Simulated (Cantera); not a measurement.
A perfectly stirred reactor is fed with C3H8 : O2 : N2 : CO2 = 1 : 10.6 : 56.4 : 1.4 (molar parts), equivalence ratio 0.47, at 340000 Pa; it is adiabatic with a 773 K inlet, and is followed from long to short residence time, starting on the burning branch (τ in s: 0.13, 0.041, 0.013, 0.0041, 0.0013, 0.0004, 0.00013, 4e-05, 1.2e-05, 3.9e-06).

Computed with Cantera and GRI-Mech 3.0 (53 species, 325 reactions). GRI-Mech 3.0 was tuned for natural gas; its chemistry of propane as a main component is partial and can be far from experiment.

One state of this run: T (K) = 1484; x C3H8 = 7.27e-5; x O2 = 0.0853; x CO2 = 0.0511; x HCO = 1.16e-6; x CH2CO = 9.78e-5; x OH = 0.000730. x: mole fraction; the columns are a selection and need not sum to one.

**Question.** Which value of τ (s) does it belong to?
A. 0.0041
B. 0.00040
C. 0.041
D. 0.0013

**Answer.** B, 0.00040
